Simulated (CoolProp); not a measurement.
Properties of hydrogen chloride along the isobar 0.101 MPa.

Computed with CoolProp (reference Helmholtz-energy equation of state, Thol 2018).

| T (K) | phase | density (kg/m³) | cp (kJ/(kg K)) | isothermal compressibility (1/MPa) | expansivity (1/kK) | fugacity coefficient |
|---|---|---|---|---|---|---|
| 227 | gas | 1.981 | ___ | 10.05 | 4.641 | 0.9853 |
| 255.4 | gas | 1.751 | 0.8197 | 10.00 | 4.048 | 0.9902 |
| 283.8 | gas | 1.572 | 0.8121 | 9.971 | 3.604 | 0.9931 |
| 312.2 | gas | 1.426 | 0.8077 | 9.952 | 3.255 | 0.9949 |
| 340.6 | gas | 1.306 | ___ | 9.940 | 2.972 | 0.9961 |
| 369 | gas | 1.204 | 0.8037 | 9.932 | 2.736 | 0.9969 |
| 397.4 | gas | 1.117 | 0.8030 | 9.925 | 2.536 | 0.9976 |
| 425.8 | gas | 1.042 | 0.8030 | 9.920 | 2.363 | 0.9980 |
| 454.2 | gas | 0.9767 | 0.8034 | 9.917 | 2.213 | 0.9984 |
| 482.6 | gas | 0.9190 | ___ | 9.914 | 2.081 | 0.9987 |
| 511 | gas | 0.8677 | 0.8056 | 9.912 | 1.964 | 0.9989 |

Task: Complete the blanks.

Result: 
- 227, cp (kJ/(kg K)): 0.8325
- 340.6, cp (kJ/(kg K)): 0.8051
- 482.6, cp (kJ/(kg K)): 0.8043
